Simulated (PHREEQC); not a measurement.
Consider water at 25 °C with 0.0046 mol ZnCl2, 0.000162 mol Na2SO4 and 0.037 mol HCl per kg of water. Closed to the air; pH follows from the charge balance.

Equilibrium calculation in PHREEQC: ion-association model, phreeqc.dat.

Problem. The ionic strength comes out as 0.0505 mol/kgw. What activity coefficients do SO4-2, Zn+2, H+, Na+, ZnCl+ get?

Solution. SO4-2 0.46, Zn+2 0.46, H+ 0.85, Na+ 0.82, ZnCl+ 0.81.

No solid was allowed to form.
